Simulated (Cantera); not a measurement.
A Cantera script and its output.

```python
import numpy as np
import cantera as ct

gas = ct.Solution("SiF4_NH3_mec.yaml", "gas")
gas.TPX = 1900, 7700, {'NH3': 1, 'N2': 9.4}
reactor = ct.IdealGasConstPressureReactor(gas, energy="off", clone=False)
net = ct.ReactorNet([reactor])
net.rtol, net.atol = 1e-08, 1e-18
show = ['NH3', 'NH', 'NH2', 'N2H4', 'N', 'N2H2']
times = np.geomspace(2e-06, 100, 14)

steps = ct.SolutionArray(gas, extra=["t"])
rows = []
print(f"{'t/s':>10s}{'T/K':>9s}{'P/Pa':>11s}" + "".join(f"{s:>11s}" for s in show))
for t in times:
    while net.time < t:
        t_next = net.step()
        steps.append(gas.state, t=t_next)
    rows.append([np.interp(t, steps.t, y) for y in (steps.T, steps.P, *steps(*show).X.T)])
    print(f"{t:10.3e}{rows[-1][0]:9.1f}{rows[-1][1]:11.4g}" + "".join(f"{x:11.3e}" for x in rows[-1][2:]))
rate = np.gradient(steps.T, steps.t)
print("integrator steps:", len(steps.t))
if steps.T.max() > steps.T[0] + 200:
    print(f"time of steepest temperature rise: {steps.t[rate.argmax()]:.4e} s")
gas.TPX = 1900, 7700, {'NH3': 1, 'N2': 9.4}
gas.equilibrate("TP")
print(f"equilibrium (TP): T = {gas.T:.1f} K  " + "  ".join(f"{s} {gas[s].X[0]:.3e}" for s in show))
```

It prints:

```
       t/s      T/K       P/Pa        NH3         NH        NH2       N2H4          N       N2H2
 2.000e-06   1900.0       7700  9.615e-02  2.338e-14  5.607e-08  6.105e-17  2.108e-20  4.791e-16
 7.821e-06   1900.0       7700  9.615e-02  1.202e-12  2.703e-07  3.371e-15  1.218e-17  3.645e-14
 3.058e-05   1900.0       7700  9.615e-02  4.305e-11  1.345e-06  1.291e-13  3.140e-15  2.575e-12
 1.196e-04   1900.0       7700  9.615e-02  9.601e-10  5.770e-06  2.695e-12  3.087e-13  8.537e-11
 4.677e-04   1900.0       7700  9.613e-02  2.185e-08  2.304e-05  4.421e-11  2.542e-11  1.716e-09
 1.829e-03   1900.0       7700  9.606e-02  3.837e-07  8.942e-05  6.707e-10  1.057e-09  3.466e-08
 7.152e-03   1900.0       7700  9.564e-02  2.120e-06  2.830e-04  6.726e-09  1.137e-08  4.232e-07
 2.797e-02   1900.0       7700  9.318e-02  3.756e-06  3.152e-04  8.345e-09  8.061e-08  6.520e-07
 1.094e-01   1900.0       7700  8.395e-02  5.132e-06  2.452e-04  5.051e-09  3.169e-07  5.497e-07
 4.276e-01   1900.0       7700  5.730e-02  5.192e-06  1.621e-04  2.207e-09  5.837e-07  3.187e-07
 1.672e+00   1900.0       7700  1.664e-02  3.170e-06  6.261e-05  3.292e-10  5.860e-07  6.575e-08
 6.539e+00   1900.0       7700  4.176e-04  7.023e-07  4.557e-06  1.740e-12  3.974e-07  8.602e-10
 2.557e+01   1900.0       7700  2.855e-06  2.006e-08  6.353e-08  3.369e-16  2.323e-08  3.111e-13
 1.000e+02   1900.0       7700  4.976e-07  3.501e-09  1.108e-08  1.025e-17  4.055e-09  2.229e-14
integrator steps: 1755
equilibrium (TP): T = 1900.0 K  NH3 8.105e-08  NH 5.702e-10  NH2 1.805e-09  N2H4 2.739e-19  N 6.605e-10  N2H2 1.346e-14
```

Computed with Cantera and the gas-phase N/H chemistry of the illustrative SiF4/NH3 mechanism in the Surface Chemkin manual (1991). Walls and surfaces, which speed up NH3 decomposition in real reactors, are not modelled.
